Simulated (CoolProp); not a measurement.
Properties of n-undecane along the isobar 1.01 bar (Tc = 365.7 °C, pc = 19.90 bar, ω = 0.539).

Computed with CoolProp (reference Helmholtz-energy equation of state, Aleksandrov 2011). It is a short technical equation, of lower accuracy than the large ones.

```tsv
T (°C)	phase	cv (kJ/(kg K))	speed of sound (m/s)
28.85	liquid	1.812	1252
36.45	liquid	___	1221
43.95	liquid	1.869	1190
51.45	liquid	1.898	1161
58.95	liquid	___	1132
66.55	liquid	1.958	1104
74.05	liquid	___	1076
81.55	liquid	2.017	1049
89.15	liquid	2.047	1021
96.65	liquid	2.077	___
104.15	liquid	2.107	___
111.65	liquid	___	943.1
119.25	liquid	2.167	___
126.75	liquid	2.197	___
134.25	liquid	2.226	867.2
```

### Question
Some entries are withheld; supply them.

### Answer

- 36.45, cv (kJ/(kg K)): 1.841
- 58.95, cv (kJ/(kg K)): 1.928
- 74.05, cv (kJ/(kg K)): 1.987
- 96.65, speed of sound (m/s): 994.9
- 104.15, speed of sound (m/s): 968.8
- 111.65, cv (kJ/(kg K)): 2.137
- 119.25, speed of sound (m/s): 917.3
- 126.75, speed of sound (m/s): 892.2
